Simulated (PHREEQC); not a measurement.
Dissolve 2.1 mol/kgw Na2CO3 and 1.2 mol/kgw KBr at 25 °C. Closed to the air; pH follows from the charge balance.

Equilibrium calculation in PHREEQC: Pitzer model, pitzer.dat.

This is a speciation only: nothing precipitates in the calculation.

Estimate the pH.

pH 11.94.

Species that the database lacks are ignored. In brines, pH and single-ion activities rest on the MacInnes convention.
